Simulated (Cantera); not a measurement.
Input: 1 mol SiHCl₃, 0.32 mol C₃H₈, 1000 mol H₂, held at 0.00580 bar.

Method: chemical equilibrium by Gibbs-energy minimisation in Cantera with the NASA 1993 tables (ideal gas, pure condensed phases). Candidate condensed phases: C, C₆H₆, C₇H₈, C₈H₁₈, Si, SiC; 109 gas species. The numbers say what is thermodynamically allowed, not how fast it happens. All values below are at 1950 °C.

Base state: H₂ 0.915, H 0.0805, HCl 0.00269, Si 0.000901, C₂H₂ (acetylene) 0.000439, Cl 0.000172, SiH 2.78e-5, SiC₂ 1.56e-5 (mole fractions); condensed: gas only.

What changes in the equilibrium state with this change: pressure from 0.00580 bar to 0.133 bar?


```tsv
species	before	after
H₂	0.915	0.978
H	0.0805	0.0174
HCl	0.00269	0.00291
Si	0.000901	0.000717
CH₄	4.95e-7	1.25e-5
SiH₂	3.45e-6	6.74e-5
Si₂C	2.30e-6	3.22e-5
```
Gases not in the tables: Si₂H₆ and higher silanes.

What changes in the equilibrium state with this change: pressure from 0.00580 bar to 0.100 bar?


```json
[
 {"species": "H₂", "before": "0.915", "after": "0.976"},
 {"species": "H", "before": "0.0805", "after": "0.0200"},
 {"species": "HCl", "before": "0.00269", "after": "0.00290"},
 {"species": "Si", "before": "0.000901", "after": "0.000753"},
 {"species": "SiH₂", "before": "3.45e-6", "after": "5.30e-5"},
 {"species": "Si₂C", "before": "2.30e-6", "after": "2.68e-5"},
 {"species": "Cl", "before": "0.000172", "after": "4.32e-5"},
 {"species": "SiH", "before": "2.78e-5", "after": "9.95e-5"}
]
```
Gases not in the tables: Si₂H₆ and higher silanes.
